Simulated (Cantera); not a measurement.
# CHF3 + CH4 + H2 (fluorocarbon and chlorocarbon gases)

Charge: 1 mol CHF3, a varied amount of CH4, 0.45 mol H2, held at 2700 K and 13300 Pa.

These are equilibrium values from Cantera (NASA tables, ideal gas, pure condensed phases), not measurements of a reactor. Candidate condensed phases: C, C6H6, C7H8, C8H18; 95 gas species. Kinetics and transport are ignored.

From 0.17 mol CH4 to 1.2 mol CH4 the condensed part is C(graphite). The main C-bearing gas is CF2 at 0.17 mol CH4 and C2H2 (acetylene) at 1.2 mol CH4. The share of C in condensed phases is highest at 0.32 mol CH4 (99.6 %) and lowest at 0.17 mol CH4 (91.6 %).

```csv
n(CH4) (mol),x HF,x H2,x H,x F,x CF2,n C(graphite)
0.17,0.883,3.18e-5,0.000878,0.0825,0.0281,1.07
0.21,0.923,7.08e-5,0.00131,0.0578,0.0138,1.16
0.26,0.972,0.000626,0.00389,0.0205,0.00173,1.25
0.32,0.954,0.0194,0.0217,0.00361,5.39e-5,1.32
0.4,0.903,0.0566,0.0370,0.00200,1.65e-5,1.39
0.49,0.851,0.0965,0.0483,0.00144,8.62e-6,1.47
0.61,0.791,0.145,0.0592,0.00110,4.97e-6,1.58
0.76,0.728,0.197,0.0690,0.000864,3.09e-6,1.72
0.94,0.665,0.250,0.0779,0.000700,2.02e-6,1.88
1.2,0.591,0.314,0.0872,0.000555,1.28e-6,2.12
```
x: gas mole fraction; n: condensed amount in mol.
